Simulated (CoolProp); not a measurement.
The fluid at 298.15 K and 0.306 MPa flows at 11 m/s in a round tube of 2 mm bore and 15 µm roughness, fully developed (64/Re and Nu = 3.66 if laminar; Colebrook and Gnielinski if turbulent). The same conditions are run with several fluids, on thermodynamics alone (safety and materials aside).

Values from CoolProp's reference Helmholtz-energy equation of state of each fluid (CH2F2 (R32): Tillner-Roth 1997; ammonia: Gao 2020; R152A: Outcalt 1996; R22: Kamei 1995; ethane: Bücker 2006).

```
fluid        Reynolds number  Darcy friction factor  pressure drop (Pa/m)  heat-transfer coefficient (W/(m² K))  mass flow (kg/h)
-----------  ---------------  ---------------------  --------------------  ------------------------------------  ----------------
CH2F2 (R32)            11000                 0.0400                  8080                                   327             0.831
ammonia                 4760                      ?                  2980                                   262             0.270
R152A                  17300                      ?                 10100                                     ?              1.09
R22                    17800                      ?                 12900                                     ?              1.39
ethane                     ?                      ?                  4730                                   391             0.473
```

### Question
Complete the blanks.

### Answer

- ammonia, Darcy friction factor: 0.0454
- R152A, Darcy friction factor: 0.0382
- R152A, heat-transfer coefficient (W/(m² K)): 526
- R22, Darcy friction factor: 0.0381
- R22, heat-transfer coefficient (W/(m² K)): 428
- ethane, Reynolds number: 8890
- ethane, Darcy friction factor: 0.0411

Transport values come from each fluid's own correlations; those of CH2F2 (R32), R152A, R22 are estimates that may be off by 10 % or more.
